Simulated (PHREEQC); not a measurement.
Consider water at 25 °C with 0.0054 mol/kgw KOH, 6.1e-05 mol/kgw LiOH and 0.018 mol/kgw KHCO3. Closed to the air; pH follows from the charge balance.

The numbers come from PHREEQC with the ion-association model, wateq4f.dat.

Each row changes one thing in this solution. No solid was allowed to form.

```tsv
case	pH	ionic strength (mol/kgw)	HCO3- (mol/kgw)	CO3-2 (mol/kgw)	CO2 (mol/kgw)
as made	9.76	0.0289	0.0126	0.00540	4.19e-6
KOH from 0.0054 to 0.00594 mol/kgw	9.82	0.0299	0.0121	0.00593	3.51e-6
temperature from 25 to 30 °C	9.72	0.0288	0.0126	0.00538	4.40e-6
LiOH left out	[?]	0.0287	0.0127	0.00534	4.27e-6
diluted 5-fold with water	9.82	0.00571	0.00258	0.00102	8.03e-7
KOH from 0.0054 to 0.00486 mol/kgw	[?]	0.0278	0.0131	0.00487	5.02e-6
temperature from 25 to 35 °C	[?]	0.0288	0.0126	0.00535	4.63e-6
```

Task: What belongs in the gaps?

Result: 
- LiOH left out, pH: 9.75
- KOH from 0.0054 to 0.00486 mol/kgw, pH: 9.70
- temperature from 25 to 35 °C, pH: 9.68
